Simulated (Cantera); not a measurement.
A jet of 1.13 % CH4, 9.91 % O2, 89.0 % N2, equivalence ratio 0.23 at 300 K and 32000 Pa hits a platinum plate 4.3 cm away at a mass flux of 0.058 kg/m²/s; the plate temperature is set and raised in steps from an oxygen-covered start.

Cantera simulation using Deutschmann's 1995 Pt surface mechanism with GRI-Mech 3.0 gas chemistry; the numbers are that mechanism's predictions, not measurements. Catalytic surfaces can have several steady states; this one follows from the mechanism file's or the stated starting coverage.

x: mole fraction at the wall; θ: surface coverage.

```tsv
plate T (K)	wall x CH4	wall x O2	wall x H2O	wall x OH	wall x CO	wall x CO2	θ free Pt	θ O*	θ OH*
950	0.00398	0.0837	0.0135	4.13e-8	1.81e-6	0.00884	0.209	0.789	0.00145
1000	0.00267	0.0809	0.0159	1.09e-7	1.62e-6	0.0104	0.271	0.727	0.00143
1050	(withheld)	0.0792	0.0174	(withheld)	1.48e-6	0.0114	(withheld)	(withheld)	0.00134
1100	0.00135	0.0782	0.0183	5.58e-7	1.39e-6	0.0120	0.397	0.601	0.00122
1150	(withheld)	0.0775	0.0189	(withheld)	(withheld)	0.0123	(withheld)	(withheld)	(withheld)
1200	0.000633	0.0769	0.0194	2.15e-6	2.48e-6	0.0126	0.519	0.480	0.000983
```

Q: What belongs in the gaps?

A: 
- 1050, wall x CH4: 0.00185
- 1050, wall x OH: 2.59e-7
- 1050, θ free Pt: 0.334
- 1050, θ O*: 0.664
- 1150, wall x CH4: 0.000909
- 1150, wall x OH: 1.15e-6
- 1150, wall x CO: 2.00e-6
- 1150, θ free Pt: 0.459
- 1150, θ O*: 0.540
- 1150, θ OH*: 0.00110
